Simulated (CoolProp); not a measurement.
Toluene along the isotherm 346.85 °C: fugacity coefficient from the reference equation and from simpler models built on Tc = 318.6 °C, pc = 4.126 MPa, ω = 0.266; each cubic takes its own stable root.

Computed with CoolProp (reference Helmholtz-energy equation of state, Lemmon 2006). It is a short technical equation, of lower accuracy than the large ones.

```json
[
 {"p (MPa)": "0.0196", "phase": "gas", "reference": "0.9985"},
 {"p (MPa)": "0.0295", "phase": "gas", "reference": "0.9977"},
 {"p (MPa)": "0.0445", "phase": "gas", "reference": "0.9966"},
 {"p (MPa)": "0.0672", "phase": "gas", "reference": "0.9949"},
 {"p (MPa)": "0.101", "phase": "gas", "reference": "0.9923"},
 {"p (MPa)": "0.153", "phase": "gas", "reference": "0.9884"},
 {"p (MPa)": "0.231", "phase": "gas", "reference": "0.9824"},
 {"p (MPa)": "0.348", "phase": "gas", "reference": "0.9736"},
 {"p (MPa)": "0.525", "phase": "gas", "reference": "0.9603"},
 {"p (MPa)": "0.792", "phase": "gas", "reference": "0.9404"},
 {"p (MPa)": "1.2", "phase": "gas", "reference": "0.9103"},
 {"p (MPa)": "1.8", "phase": "gas", "reference": "0.8668"},
 {"p (MPa)": "2.72", "phase": "gas", "reference": "0.8015"},
 {"p (MPa)": "4.1", "phase": "gas", "reference": "0.7058"},
 {"p (MPa)": "6.19", "phase": "supercritical", "reference": "0.5608"}
]
```

**Question.** How far does each simpler model (van der Waals, Soave-Redlich-Kwong) lie from the reference over these 15 states: mean and median of the absolute difference, and the worst?

**Answer.** 
- van der Waals: mean 1.2 %, median 0.4 %, worst +4.7 % at 346.85 °C and 6.19 MPa
- Soave-Redlich-Kwong: mean 0.8 %, median 0.2 %, worst +4.7 % at 346.85 °C and 6.19 MPa
